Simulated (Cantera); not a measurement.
What does this Cantera script print?

```python
import numpy as np
import cantera as ct

gas = ct.Solution("gri30.yaml", transport_model="multicomponent")
show = ['H2', 'CH4', 'C2H2']

rows = []
print(f"{'T/K':>7s}{'rho':>11s}{'cp':>10s}{'mu':>11s}{'lambda':>11s}{'Pr':>7s}" + "".join(f"{'D_' + s:>11s}" for s in show))
for T in [400, 600, 800, 1000, 1200, 1400, 1600]:
    gas.TPX = T, 400, {'C3H8': 0.62, 'N2': 0.35}
    Pr = gas.cp_mass * gas.viscosity / gas.thermal_conductivity
    D = [gas.mix_diff_coeffs_mole[gas.species_index(s)] for s in show]
    rows.append([gas.density, gas.cp_mass, gas.viscosity, gas.thermal_conductivity, Pr, *D])
    print(f"{T:7g}{gas.density:11.4e}{gas.cp_mass:10.1f}{gas.viscosity:11.4e}"
          f"{gas.thermal_conductivity:11.4e}{Pr:7.3f}" + "".join(f"{d:11.4e}" for d in D))
print("SI units: kg/m3, J/kg/K, Pa s, W/m/K, m2/s")
```

Output:

```
    T/K        rho        cp         mu     lambda     Pr       D_H2      D_CH4     D_C2H2
    400 4.6057e-03    1846.9 1.3353e-05 3.0859e-02  0.799 2.2825e-02 6.4053e-03 4.7078e-03
    600 3.0705e-03    2430.7 1.8649e-05 5.5560e-02  0.816 4.5485e-02 1.3184e-02 9.8288e-03
    800 2.3028e-03    2880.7 2.3199e-05 8.1356e-02  0.821 7.3718e-02 2.1697e-02 1.6297e-02
   1000 1.8423e-03    3223.3 2.7254e-05 1.0673e-01  0.823 1.0697e-01 3.1746e-02 2.3950e-02
   1200 1.5352e-03    3458.3 3.0955e-05 1.3004e-01  0.823 1.4486e-01 4.3202e-02 3.2682e-02
   1400 1.3159e-03    3654.0 3.4391e-05 1.5267e-01  0.823 1.8710e-01 5.5971e-02 4.2417e-02
   1600 1.1514e-03    3815.1 3.7619e-05 1.7443e-01  0.823 2.3347e-01 6.9981e-02 5.3099e-02
SI units: kg/m3, J/kg/K, Pa s, W/m/K, m2/s
```

Model: GRI-Mech 3.0 (53 species, 325 reactions), integrated in Cantera. The composition is frozen, though it would react at the higher temperatures.
